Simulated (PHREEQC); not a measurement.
Consider water at 25 °C with 0.11 mol HNO3 and 0.2 mol K3PO4 per kg of water. Closed to the air; pH follows from the charge balance.

Computed with PHREEQC (ion-association model, wateq4f.dat).

### Question
The ionic strength comes out as 0.938 mol/kgw. What activity coefficients do KHPO4-, K+, HPO4-2, OH-, PO4-3 get?

### Answer
KHPO4- 0.66, K+ 0.60, HPO4-2 0.17, OH- 0.58, PO4-3 0.019.

No solid was allowed to form. The ionic strength is past about 0.7 mol/kgw, beyond the range of this activity model, so the values are rough. H3PO4, which wateq4f.dat lacks, is added to it with the constant of phreeqc.dat.
